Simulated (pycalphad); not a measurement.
Freezing of Si-Ti alloys with rising Ti

Source of the numbers: pycalphad with the COST 507 light-alloy database (1999); pressure 1 atm. These are 1990s assessments: newer ones move some temperatures and phases. Phase fractions are per mole of atoms.

Scheil-Gulliver runs (no diffusion in the solid, steps of 4 K) beside full equilibrium.

```tsv
alloy	liquidus (K)	Scheil, half solid (K)	Scheil, 80 % solid (K)	Scheil, invariant end (K)	liquid left at that end	equilibrium solidus (K)
Si-20.66Ti (wt.%)	1656	at the invariant end	at the invariant end	1604	0.72	1604
Si-52.93Ti (wt.%)	1852	at the invariant end	at the invariant end	1747	0.76	1747
Si-65.78Ti (wt.%)	2257	2145	1806	1747	0.17	1843
```
